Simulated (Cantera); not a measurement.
Cantera with NASA thermochemical tables; ideal gases at 1 bar, condensed phases pure. Values are per mole of reaction as written; species without (g) are pure solids or liquids, kept so even where they would boil at 1 bar. TiC: taken at fixed stoichiometry.

Task: Between 300 and 2998 K, where is each reaction favourable under standard conditions?
- 7 TiO(g) = Ti₄O₇ + 3 Ti
- 6 CO₂(g) + 2 Ti₃O₅ = 6 TiC + 11 O₂(g)
- 7 C + Ti₄O₇ = 4 Ti + 7 CO(g)

Result: 
- 7 TiO(g) = Ti₄O₇ + 3 Ti: ΔG° is -3382 kJ at 300 K and -403 kJ at 2998 K; it stays negative (K > 1). ΔH° is -3052 kJ and ΔS° -883 J/K at 2998 K.
- 6 CO₂(g) + 2 Ti₃O₅ = 6 TiC + 11 O₂(g): ΔG° is 5917 kJ at 300 K and 4099 kJ at 2998 K; it stays positive (K < 1). ΔH° is 5607 kJ and ΔS° 503 J/K at 2998 K.
- 7 C + Ti₄O₇ = 4 Ti + 7 CO(g): ΔG° is 2251 kJ at 300 K and -869 kJ at 2998 K; it changes sign between 300 and 2548 K. ΔH° is 2246 kJ and ΔS° 1039 J/K at 2998 K.
